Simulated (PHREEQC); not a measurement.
Model water analysis in mmol/kgw, 10 °C, pH 6.56, pe 8.2: Na 335; K 105; Ca 3.31; Mg 43.8; Cl 496; S(6) 17.9; Alkalinity (meq/kgw) 4.2e-05; Sr 0.21.

Cl is adjusted to close the charge balance.
Valence states are taken as typed.

The numbers come from PHREEQC with the ion-association model, wateq4f.dat.

Question: The ionic strength comes out as 0.577 mol/kgw. What activity coefficients do K+, Na+, SO4-2, Ca+2, Mg+2 get?

Answer: K+ 0.64, Na+ 0.71, SO4-2 0.20, Ca+2 0.26, Mg+2 0.30.

No solid was allowed to form. Species that the database lacks are ignored. Away from 25 °C the constants follow the database's enthalpies or fits; those with neither stay at their 25 °C values.
